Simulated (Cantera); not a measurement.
**Oxide etching and cleaning by halides: SiO2 + SiCl4 + O2**

Feed: 1 mol SiO2, a varied amount of SiCl4, 1.8 mol O2, at 975 K and 2.10 Pa.

Method: chemical equilibrium by Gibbs-energy minimisation in Cantera with the NASA 1993 tables (ideal gas, pure condensed phases). Candidate condensed phases: Si, SiO2; 15 gas species. Rates play no part.

From 0.3 mol SiCl4 to 3.4 mol SiCl4 the condensed part is SiO2(β-quartz).

```tsv
n(SiCl4) (mol)	x Cl2	x O2	x SiCl4	x Cl	n SiO2(β-quartz)
0.3	0.267	0.704	1.83e-12	0.0298	1.30
0.43	0.362	0.604	3.92e-12	0.0347	1.43
0.6	0.470	0.490	8.18e-12	0.0396	1.60
0.85	0.605	0.350	1.89e-11	0.0449	1.85
1.2	0.755	0.195	5.29e-11	0.0502	2.20
1.7	0.917	0.0278	5.48e-10	0.0553	2.70
2.4	0.809	8.52e-11	0.139	0.0520	2.80
3.4	0.653	2.57e-11	0.301	0.0467	2.80
```
x: gas mole fraction; n: condensed amount in mol.
